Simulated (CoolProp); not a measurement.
Properties of CHF3 (R23) along the isobar 0.123 MPa (Tc = 299.3 K, pc = 4.832 MPa, ω = 0.263).

Computed with CoolProp (reference Helmholtz-energy equation of state, Penoncello 2003).

```json
[
 {"T (K)": "266.1", "phase": "gas", "Z": "0.9860", "cp (kJ/(kg K))": "0.6981", "speed of sound (m/s)": "193.8", "expansivity (1/kK)": "3.946"},
 {"T (K)": "282.2", "phase": "gas", "Z": "0.9886", "cp (kJ/(kg K))": "0.7177", "speed of sound (m/s)": "(withheld)", "expansivity (1/kK)": "3.686"},
 {"T (K)": "298.3", "phase": "gas", "Z": "0.9906", "cp (kJ/(kg K))": "0.7385", "speed of sound (m/s)": "204.4", "expansivity (1/kK)": "3.463"},
 {"T (K)": "314.3", "phase": "gas", "Z": "0.9922", "cp (kJ/(kg K))": "0.7599", "speed of sound (m/s)": "209.4", "expansivity (1/kK)": "3.269"},
 {"T (K)": "330.4", "phase": "gas", "Z": "0.9934", "cp (kJ/(kg K))": "0.7817", "speed of sound (m/s)": "214.3", "expansivity (1/kK)": "3.097"},
 {"T (K)": "346.5", "phase": "gas", "Z": "0.9945", "cp (kJ/(kg K))": "0.8036", "speed of sound (m/s)": "219.1", "expansivity (1/kK)": "2.944"},
 {"T (K)": "362.5", "phase": "gas", "Z": "0.9953", "cp (kJ/(kg K))": "(withheld)", "speed of sound (m/s)": "223.7", "expansivity (1/kK)": "2.806"},
 {"T (K)": "378.6", "phase": "gas", "Z": "0.9960", "cp (kJ/(kg K))": "0.8464", "speed of sound (m/s)": "(withheld)", "expansivity (1/kK)": "2.681"},
 {"T (K)": "394.7", "phase": "gas", "Z": "0.9966", "cp (kJ/(kg K))": "0.8674", "speed of sound (m/s)": "232.6", "expansivity (1/kK)": "2.567"},
 {"T (K)": "410.7", "phase": "gas", "Z": "0.9971", "cp (kJ/(kg K))": "0.8877", "speed of sound (m/s)": "(withheld)", "expansivity (1/kK)": "2.463"},
 {"T (K)": "426.8", "phase": "gas", "Z": "0.9975", "cp (kJ/(kg K))": "0.9077", "speed of sound (m/s)": "241.2", "expansivity (1/kK)": "2.367"},
 {"T (K)": "442.9", "phase": "gas", "Z": "0.9979", "cp (kJ/(kg K))": "(withheld)", "speed of sound (m/s)": "245.3", "expansivity (1/kK)": "2.279"},
 {"T (K)": "458.9", "phase": "gas", "Z": "0.9982", "cp (kJ/(kg K))": "0.9457", "speed of sound (m/s)": "(withheld)", "expansivity (1/kK)": "2.197"},
 {"T (K)": "475", "phase": "gas", "Z": "0.9984", "cp (kJ/(kg K))": "(withheld)", "speed of sound (m/s)": "253.5", "expansivity (1/kK)": "2.121"}
]
```

Q: Fill in the missing entries.

A: 
- 282.2, speed of sound (m/s): 199.2
- 362.5, cp (kJ/(kg K)): 0.8251
- 378.6, speed of sound (m/s): 228.2
- 410.7, speed of sound (m/s): 236.9
- 442.9, cp (kJ/(kg K)): 0.9271
- 458.9, speed of sound (m/s): 249.4
- 475, cp (kJ/(kg K)): 0.9639
